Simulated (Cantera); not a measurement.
Input (Python, Cantera) and output of one run.

```python
import numpy as np
import cantera as ct

gas_names = """
    B BH BH2 BH3 BN BO BO2 B2 B2O B2O2 B2O3 B3O3H3 H HBO HBO2 HNO HNO2 HNO3 HO2 H2 H2O H2O2 H3B3O6 N NH
    NH2 NH3 NH2OH NO NO2 NO3 N2 N2H2 N2H4 N2O O OH O2 O3
""".split()
cond_names = """
    B(b) B(L) BN(s) B2O3(L) B3O3H3(cr) H2O(s) H2O(L)
""".split()


# ... load() reads the species with a 1 bar reference pressure and builds the phases ...
atoms = {
    'B2H6': {'B': 2, 'H': 6},
    'O2': {'O': 2},
    'N2': {'N': 2},
    'H2': {'H': 2},
}
top_T = {'BN(s)': 3200}  # K; cautious upper limits of use, not melting points


# ... equilibrate(T, P, feed) seeds the gas with the atoms and calls Mixture.equilibrate('TP', solver="vcs", rtol=1e-11, max_steps=5000) ...
results = []
feed = {'B2H6': 1, 'O2': 1.8, 'N2': 79, 'H2': 18}  # mol
T = 1173.15  # K
P = 21  # Pa
mix = equilibrate(T, P, feed)
results.append((T, P, feed, dict(zip(mix.species_names, mix.species_moles))))
print(gas.report(threshold=0.0001))
for i in range(1, mix.n_phases):
    print(f"{mix.phase(i).name:16s} {mix.phase_moles(i):12.5e} mol")
```

Result:

```
       temperature   1173.2 K
          pressure   21 Pa
           density   4.8901e-05 kg/m^3
  mean mol. weight   22.714 kg/kmol
   phase of matter   gas

                          1 kg             1 kmol
                     ---------------   ---------------
          enthalpy        1.0749e+06        2.4414e+07  J
   internal energy        6.4541e+05         1.466e+07  J
           entropy             13032        2.9601e+05  J/K
    Gibbs function       -1.4214e+07       -3.2285e+08  J
 heat capacity c_p            1459.2             33143  J/K
 heat capacity c_v            1093.1             24829  J/K

                      mass frac. Y      mole frac. X     chem. pot. / RT
                     ---------------   ---------------   ---------------
              HBO2         0.0051125         0.0026503           -104.62
                H2          0.018082           0.20372           -27.976
               H2O         0.0037032          0.004669           -64.014
                N2           0.97304           0.78894           -33.996
     [  +35 minor]        6.0886e-05        2.6256e-05

B(b)              0.00000e+00 mol
BN(s)             0.00000e+00 mol
B2O3(L)           8.65280e-01 mol
B3O3H3(cr)        0.00000e+00 mol
```

Method: chemical equilibrium by Gibbs-energy minimisation in Cantera with the NASA 1993 tables (ideal gas, pure condensed phases). The feed counts by its element totals alone.
